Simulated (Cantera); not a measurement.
What does this Cantera script print?

```python
import numpy as np
import cantera as ct

gas_names = [...]  # 58 gases of nasa_gas.yaml made of F, H, N, O, Si
cond_names = """
    H2O(s) H2O(L) Si(cr) Si(L) SiO2(Lqz) SiO2(hqz) SiO2(L) Si2N2O(s) Si3N4(a)
""".split()


# ... load() reads the species with a 1 bar reference pressure and builds the phases ...
atoms = {
    'SiF4': {'Si': 1, 'F': 4},
    'H2O': {'H': 2, 'O': 1},
    'N2': {'N': 2},
}
top_T = {'Si2N2O(s)': 2100, 'Si3N4(a)': 2400}  # K; cautious upper limits of use, not melting points


# ... equilibrate(T, P, feed) seeds the gas with the atoms and calls Mixture.equilibrate('TP', solver="vcs", rtol=1e-11, max_steps=5000) ...
results = []
feed = {'SiF4': 1, 'H2O': 21, 'N2': 4.1}  # mol
P = 10000  # Pa
for T in [1650, 1675, 1700, 1725, 1750, 1775, 1800, 1825, 1850, 1875, 1900, 1925, 1950]:
    mix = equilibrate(T, P, feed)
    results.append((T, P, feed, dict(zip(mix.species_names, mix.species_moles))))

top = {s: max(r[3][s] / sum(r[3][g] for g in gas_names) for r in results) for s in gas_names}
cols = sorted((s for s in top if top[s] > 0.0001), key=lambda s: -top[s])[:5]
seen = [c for c in cond_names if any(r[3].get(c, 0) > 1e-12 for r in results)]
print("log10 of partial pressures in bar; condensed amounts in mol")
print(f"{'T/K':>10s}" + "".join(f"{s[:9]:>10s}" for s in cols + seen))
for T, P, feed, n in results:
    ng = sum(n[g] for g in gas_names)
    print(f"{T:10.4g}" + "".join(f"{np.log10(max(n[s] / ng * P / 1e5, 1e-99)):10.3f}" for s in cols)
          + "".join(f"{n.get(c, 0):10.4g}" for c in seen))
```

Result:

```
log10 of partial pressures in bar; condensed amounts in mol
       T/K       H2O        N2        HF        H2        O2 SiO2(hqz)   SiO2(L)
      1650    -1.155    -1.821    -1.831    -3.932    -4.306    0.9999         0
      1675    -1.156    -1.821    -1.831    -3.853    -4.229    0.9999         0
      1700    -1.156    -1.821    -1.831    -3.776    -4.154         0    0.9999
      1725    -1.156    -1.821    -1.831    -3.701    -4.081         0         1
      1750    -1.156    -1.821    -1.832    -3.628    -4.011         0         1
      1775    -1.157    -1.821    -1.832    -3.557    -3.942         0         1
      1800    -1.157    -1.821    -1.832    -3.488    -3.875         0         1
      1825    -1.158    -1.821    -1.832    -3.422    -3.811         0         1
      1850    -1.159    -1.822    -1.832    -3.356    -3.748         0         1
      1875    -1.159    -1.822    -1.832    -3.293    -3.687         0    0.9999
      1900    -1.160    -1.822    -1.832    -3.232    -3.627         0    0.9999
      1925    -1.161    -1.822    -1.833    -3.172    -3.569         0    0.9999
      1950    -1.162    -1.823    -1.833    -3.114    -3.513         0    0.9999
```

Method: chemical equilibrium by Gibbs-energy minimisation in Cantera with the NASA 1993 tables (ideal gas, pure condensed phases). The tables hold silica as quartz up to 1696 K and as liquid above; real silica turns to tridymite and cristobalite and melts near 1996 K. Gases not in the tables: Si(OH)4.
